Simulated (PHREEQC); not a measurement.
Synthetic water in mg/L, 25 °C, pH 6.45, pe 10.9:

```
constituent                 mg/L
-----------------------  -------
Na                          0.84
K                        0.00288
Ca                           2.7
Mg                          2.87
Cl                          4.18
S(6) as SO4                 8.23
Alkalinity as HCO3          7.35
O(0) (dissolved oxygen)    0.258
Pb                        0.0162
```

Na is adjusted to close the charge balance.
Valence states are taken as typed.

All values are PHREEQC results (ion-association model, wateq4f.dat), not measurements.

Each row changes one thing in this solution. Precipitation was switched off in this run.

| case | HCO3- (mol/kgw) | CO2 (mol/kgw) | SO4-2 (mol/kgw) | MgSO4 (mol/kgw) | CaSO4 (mol/kgw) | MgHCO3+ (mol/kgw) | SI of Cerrusite (PbCO3) | SI of Pb(OH)2 (Pb(OH)2) |
|---|---|---|---|---|---|---|---|---|
| as made | 0.000121 | 9.34e-5 | 8.30e-5 | 1.79e-6 | 8.71e-7 | 1.46e-7 | -1.99 | -2.56 |
| all concentrations times 3 at the same typed pH | 0.000359 | 0.000273 | 0.000238 | 1.29e-5 | 6.28e-6 | 1.18e-6 | -1.24 | -2.27 |
| pH from 6.45 to 6.75 at the same alkalinity | 0.000120 | 4.67e-5 | 8.30e-5 | 1.79e-6 | 8.71e-7 | 1.45e-7 | -1.77 | -2.04 |
| pH from 6.45 to 5.95 at the same alkalinity | 0.000121 | 0.000297 | 8.30e-5 | 1.79e-6 | 8.71e-7 | 1.47e-7 | -2.42 | -3.49 |
| temperature from 25 to 45 °C at the same typed pH | 0.000120 | 8.07e-5 | 8.18e-5 | 2.81e-6 | 1.01e-6 | 1.63e-7 | -2.11 | -1.94 |

Constants without temperature data keep their 25 °C values here.
